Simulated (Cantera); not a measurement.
Feed: 1 mol Si3N4, 0.028 mol N2O, 170 mol H2, 1.9 mol CO2, equilibrated at 0.383 Torr.

These are equilibrium values from Cantera (NASA tables, ideal gas, pure condensed phases), not measurements of a reactor. Candidate condensed phases: C, C6H6, C7H8, C8H18, H2O, Si, SiC, SiO2, Si2N2O, Si3N4; 151 gas species. Mutual solubility and eutectic melting of coexisting phases are not modelled. The tables hold silica as quartz up to 1696 K and as liquid above; real silica turns to tridymite and cristobalite and melts near 1996 K. Kinetics and transport are ignored.

x: gas mole fraction; n: condensed amount in mol.

| T (K) | x H2 | x CO | x N2 | x CH4 | x SiO | x H | n C(graphite) | n SiO2(β-quartz) | n Si2N2O(s) |
|---|---|---|---|---|---|---|---|---|---|
| 900 | 0.992 | 0.00106 | 0.00725 | 0.000156 | <1e-12 | 5.15e-9 | 1.69 | 1.43 | 0.785 |
| 950 | 0.990 | 0.00357 | 0.00640 | 8.38e-5 | 1.77e-11 | 2.45e-8 | 1.27 | 1.14 | 0.928 |
| 1000 | 0.986 | … | … | … | … | … | … | … | 1.28 |
| 1050 | 0.985 | 0.0110 | 0.00389 | 1.21e-5 | 9.80e-9 | 3.56e-7 | 0 | 0.286 | 1.36 |
| 1100 | 0.985 | 0.0110 | 0.00389 | … | … | … | 0 | 0.285 | 1.36 |
| 1150 | 0.985 | 0.0110 | 0.00389 | 8.45e-7 | 1.55e-6 | 3.28e-6 | 0 | 0.285 | 1.36 |
| 1200 | 0.985 | 0.0110 | 0.00389 | 2.64e-7 | 1.41e-5 | 8.67e-6 | 0 | 0.284 | 1.36 |

Problem. Complete the blanks.

Solution. 
- 1100, x CH4: 3.01e-6
- 1100, x SiO: 1.39e-7
- 1100, x H: 1.14e-6
- 1000, x CO: 0.00967
- 1000, x N2: 0.00434
- 1000, x CH4: 4.73e-5
- 1000, x SiO: 5.10e-10
- 1000, x H: 9.98e-8
- 1000, n C(graphite): 0.224
- 1000, n SiO2(β-quartz): 0.440
